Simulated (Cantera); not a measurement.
# Low-pressure radical oxidation in H2/O2

A perfectly stirred reactor is fed with 18.0 % H2, 82.0 % O2, at 10.00 Torr; it is held at 1450 K, and followed from long to short residence time.

Model: the H2/O2 subset of GRI-Mech 3.0, which has no nitrogen chemistry, integrated in Cantera. Radical loss at walls, strong at low pressure, is not modelled. The temperature is held fixed by assumption; the heat of reaction is taken as removed at once.

```tsv
τ (s)	x H2	x O2	x H2O2	x HO2	x OH	x H2O
19	0.000109	0.800	2.92e-8	5.74e-7	0.00213	0.197
4.5	0.000285	0.798	4.90e-8	1.17e-6	0.00345	0.196
1.0	0.000762	0.794	7.95e-8	2.22e-6	0.00565	0.193
0.24	0.00186	0.783	1.17e-7	3.46e-6	0.00879	0.188
0.056	0.00414	0.761	1.51e-7	4.45e-6	0.0130	0.175
0.013	0.00737	0.729	1.65e-7	4.71e-6	0.0167	0.156
0.0030	0.0111	0.709	1.68e-7	4.61e-6	0.0188	0.141
0.00069	0.0205	0.711	1.86e-7	4.49e-6	0.0210	0.126
0.00016	0.0536	0.736	1.96e-7	4.04e-6	0.0223	0.0945
```
x: mole fraction; the columns are a selection and need not sum to one.
